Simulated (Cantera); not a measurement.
**N2O furnace oxynitridation**

A perfectly stirred reactor is fed with 15.5 % N2O, 0.528 % H2, 83.9 % N2, at 38.3 Torr; it is held at 1225 K, and followed from long to short residence time.

Detailed kinetics in Cantera: GRI-Mech 3.0 (53 species, 325 reactions). GRI-Mech 3.0 was tuned for natural gas; its chemistry of N2O as a main component is partial and can be far from experiment. The mechanism lacks the step 2 NO + O2 → 2 NO2, which can matter for NO2 below about 1400 K. The temperature is held fixed by assumption; the heat of reaction is taken as removed at once.

```csv
τ (s),x N2O,x H2,x HO2,x OH,x O,x O2
0.68,0.145,0.000351,4.88e-7,1.64e-5,2.54e-6,0.00224
0.28,0.149,0.000701,8.23e-7,1.87e-5,2.43e-6,0.000930
0.12,0.150,0.00130,9.98e-7,2.06e-5,2.23e-6,0.000385
0.050,0.152,0.00230,9.41e-7,2.09e-5,1.94e-6,0.000144
0.021,0.154,0.00362,7.78e-7,1.77e-5,1.61e-6,5.02e-5
0.0087,0.155,0.00467,5.94e-7,1.20e-5,1.32e-6,1.65e-5
0.0036,0.155,0.00513,3.36e-7,6.56e-6,1.15e-6,5.61e-6
0.0015,0.155,0.00525,1.01e-7,2.93e-6,1.02e-6,2.00e-6
0.00063,0.155,0.00528,1.78e-8,1.07e-6,8.22e-7,6.69e-7
0.00026,0.155,0.00528,2.15e-9,3.06e-7,5.57e-7,1.86e-7
0.00011,0.155,0.00528,2.17e-10,7.24e-8,3.19e-7,4.50e-8
```
x: mole fraction; the columns are a selection and need not sum to one.
